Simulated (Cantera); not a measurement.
Input: 1 mol CuO, 0.59 mol C, 3 mol N2, held at 1452 °C and 1.65 Torr.

Method: chemical equilibrium by Gibbs-energy minimisation in Cantera with the NASA 1993 tables (ideal gas, pure condensed phases). Candidate condensed phases: C, Cu, CuO, Cu2O; 27 gas species. Rates play no part.

Task: What is the equilibrium state?

Result: 
```
Item                                        Value
--------------------------------------  ---------
x(N2)                                       0.752
x(CO2)                                      0.103
x(Cu)                                      0.0995
x(CO)                                      0.0452
x(Cu2)                                   0.000136
x(NO)                                     3.01e-5
x(O2)                                     1.96e-5
x(O)                                      5.48e-6
x(CuO)                                    3.00e-6
n(Cu(l))                                0.602 mol
gas amount                              3.987 mol
log10 activity of C(graphite) (absent)      -8.28
```
